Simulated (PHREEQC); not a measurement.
Model water analysis in mg/L, 25 °C, pH 6.7, pe 10.8:

```tsv
constituent	mg/L
Na	44.5
K	33.1
Ca	175
Mg	22.1
Cl	266
S(6) as SO4	32.2
Alkalinity as HCO3	320
Pb	4.6
Li	0.296
O(0) (dissolved oxygen)	8.32
```

Valence states are taken as typed.

Computed with PHREEQC (ion-association model, phreeqc.dat).

This is a speciation only: nothing precipitates in the calculation.

### Question
Predict the specific conductance, charge-balance error.

### Answer
specific conductance 1390 µS/cm; charge-balance error 0.0 %.

### Question
In which forms is S present?

### Answer
SO4-2 74 %, CaSO4 19 %, MgSO4 5.4 % of the S.

Examples of supersaturated solids here: Cerussite. Others may be too. Species that the database lacks are ignored.
